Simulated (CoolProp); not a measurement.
The fluid at 293.15 K and 0.189 MPa (gas) is heated at constant pressure to 484.5 K. The same conditions are run with several fluids, on thermodynamics alone (safety and materials aside).

Values from CoolProp's reference Helmholtz-energy equation of state of each fluid (isobutane: Bücker 2006; chloromethane (R40): Thol 2014; ethane: Bücker 2006).

Task: Rank isobutane, chloromethane (R40), ethane by heat (kJ/kg), highest first.

Result: ethane (409), isobutane (404), chloromethane (R40) (184)

```json
[
 {"fluid": "isobutane", "final density (kg/m³)": "2.75"},
 {"fluid": "chloromethane (R40)", "final density (kg/m³)": "2.38"},
 {"fluid": "ethane", "final density (kg/m³)": "1.41"}
]
```
